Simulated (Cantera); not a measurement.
# Premixed flame

A freely propagating, adiabatic, planar premixed flame of 50.4 % H2, 8.42 % O2, 41.2 % N2, equivalence ratio 3.0, unburnt at 300 K and 0.650 bar; multicomponent+Soret transport, grid criteria slope 0.08 and curve 0.16, no radiation.

Cantera simulation using the H2/O2 subset of GRI-Mech 3.0, which has no nitrogen chemistry; the numbers are that mechanism's predictions, not measurements. Burning velocities carry a grid error of a few per cent, more on coarse grids.

```tsv
z (mm)	T (K)	u (m/s)	x H2	x O2	x H2O2	x OH	x HO2	x O
-1.97	300	1.67	0.504	0.0842	<1e-8	<1e-8	<1e-8	<1e-8
-1.31	300	1.67	0.504	0.0842	<1e-8	<1e-8	<1e-8	<1e-8
-0.985	300	1.67	0.504	0.0842	<1e-8	<1e-8	<1e-8	<1e-8
-0.657	301	1.67	0.501	0.0847	6.87e-8	<1e-8	2.85e-7	<1e-8
-0.328	352	1.85	0.469	0.0895	2.64e-5	1.24e-5	0.000128	1.82e-6
-0.164	601	3.08	0.442	0.0821	5.45e-5	0.000340	0.000172	6.91e-5
0	916	4.68	0.411	0.0611	6.68e-6	0.000305	6.13e-5	0.000347
0.164	1142	5.86	0.371	0.0327	3.03e-7	0.000483	2.60e-5	0.000718
0.328	1266	6.51	0.344	0.0120	1.01e-7	0.000488	8.95e-6	0.000482
0.657	1365	7.02	0.335	0.00109	3.52e-8	0.000388	7.54e-7	8.52e-5
1.31	1441	7.39	0.340	2.94e-5	2.59e-8	0.000372	1.95e-8	2.99e-5
2.63	1509	7.71	0.347	4.18e-6	1.83e-8	0.000324	<1e-8	1.68e-5
5.25	1562	7.95	0.352	1.89e-6	1.02e-8	0.000242	<1e-8	7.75e-6
```
x: mole fraction of selected species; z is measured from the peak of heat release.

The laminar burning velocity is 167 cm/s and the thermal thickness is 0.657 mm. The peak x(H2O2) is 6.41e-5. The peak x(OH) comes out as 0.000514 and the peak x(HO2) comes out as 0.000270. The peak x(O) is 0.000721.
